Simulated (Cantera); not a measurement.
Input (Python, Cantera) and output of one run.

```python
import numpy as np
import cantera as ct

gas_names = """
    OH ZrO2 H2 N2O
""".split()
cond_names = """
    ZrN(s) ZrN(L)
""".split()


# ... load() reads the species with a 1 bar reference pressure and builds the phases ...
species = {s.name: s for s in load("nasa_gas.yaml", gas_names) + load("nasa_condensed.yaml", cond_names)}
# Each term lists the table entries of one substance; the one whose range holds T is used.
reactions = {
    '4 ZrN + 10 OH(g) = 4 ZrO2(g) + 5 H2(g) + 2 N2O(g)':
        [(-4, ['ZrN(s)', 'ZrN(L)']), (-10, ['OH']), (4, ['ZrO2']), (5, ['H2']), (2, ['N2O'])],
}


def pick(names, T):
    return next(species[n] for n in names if species[n].thermo.min_temp <= T <= species[n].thermo.max_temp)


results = []
for label, terms in reactions.items():
    print(label)
    print("     T/K   dH/kJ  dS/(J/K)   dG/kJ   log10 K")
    for T in [1950, 1975, 2000, 2025, 2050, 2075]:
        used = [(nu, pick(names, T)) for nu, names in terms]
        dH = sum(nu * s.thermo.h(T) for nu, s in used) / 1e6
        dS = sum(nu * s.thermo.s(T) for nu, s in used) / 1e3
        dG = dH - T * dS / 1e3
        logK = -dG * 1e6 / (ct.gas_constant * T * np.log(10))
        results.append((label, T, dH, dS, dG, logK, [s.name for _, s in used]))
        print(f"{T:8g} {dH:8.1f} {dS:8.1f} {dG:8.1f} {logK:8.2f}")
```

Output:

```
4 ZrN + 10 OH(g) = 4 ZrO2(g) + 5 H2(g) + 2 N2O(g)
     T/K   dH/kJ  dS/(J/K)   dG/kJ   log10 K
    1950     16.7    119.5   -216.3     5.79
    1975     15.1    118.7   -219.3     5.80
    2000     13.5    117.9   -222.2     5.80
    2025     11.9    117.1   -225.2     5.81
    2050     10.3    116.3   -228.1     5.81
    2075      8.6    115.5   -231.0     5.81
```

Standard-state values (1 bar) from the NASA 1993 polynomials, evaluated with Cantera. ZrN: taken at fixed stoichiometry. Condensed species are held in their standard states even where they would react or evaporate.
